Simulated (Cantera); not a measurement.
Input: 1 mol CH2F2, 1.6 mol F2, 0.77 mol H2, at 2925 K and 1700 Pa.

These are equilibrium values from Cantera (NASA tables, ideal gas, pure condensed phases), not measurements of a reactor. Candidate condensed phases: C, C6H6, C7H8, C8H18; 95 gas species. Kinetics and transport are ignored.

Base state: HF 0.661, F 0.277, CF 0.0273, H 0.0117, CF2 0.0115, C3 0.00808, C 0.00143, C2 0.000808 (mole fractions); condensed: C(graphite).

Task: What changes in the equilibrium state with this change: temperature from 2925 K to 2223.15 K?

Result: 
```tsv
species	before	after
HF	0.661	0.810
CF2	0.0115	0.0827
F	0.277	0.0699
CF4	5.87e-7	0.0341
H	0.0117	2.60e-5
CF	0.0273	0.000869
C5	0.000117	<1e-9
C2	0.000808	1.98e-8
C3	0.00808	2.26e-7
C2H	8.99e-5	2.79e-9
C(graphite), mol	0.647	0.475
```
Gases not in the tables: C2F6 and larger saturated fluorocarbons.

Task: What changes in the equilibrium state with this change: F2 from 1.6 to 0.11 mol?

Result: 
| species | before | after |
|---|---|---|
| HF | 0.661 | 0.645 |
| H | 0.0117 | 0.255 |
| H2 | 0.000151 | 0.0708 |
| F | 0.277 | 0.0125 |
| CF2 | 0.0115 | 2.34e-5 |
| CF | 0.0273 | 0.00123 |
| CF3 | 1.19e-5 | 1.08e-9 |
| C4H2 | 1.55e-7 | 7.31e-5 |
| C2H2 (acetylene) | 7.49e-6 | 0.00352 |
| CH | 1.17e-6 | 2.54e-5 |
| C(graphite), mol | 0.647 | 0.863 |
